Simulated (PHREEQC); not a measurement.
Consider water at 90 °C with 6 mmol/kgw ZnSO4 and 130 mmol/kgw MgCl2. Closed to the air; pH follows from the charge balance.

Model: ion-association model, phreeqc.dat, run in PHREEQC.

No solid was allowed to form.

Predict the pH, specific conductance.

pH 5.19; specific conductance 58200 µS/cm.

In which forms is Zn present?

ZnCl+ 52 %, Zn+2 37 %, ZnCl2 6.4 %, ZnCl3- 2.7 %, ZnCl4-2 1.1 % of the Zn.

Away from 25 °C the constants follow the database's enthalpies or fits; those with neither stay at their 25 °C values.
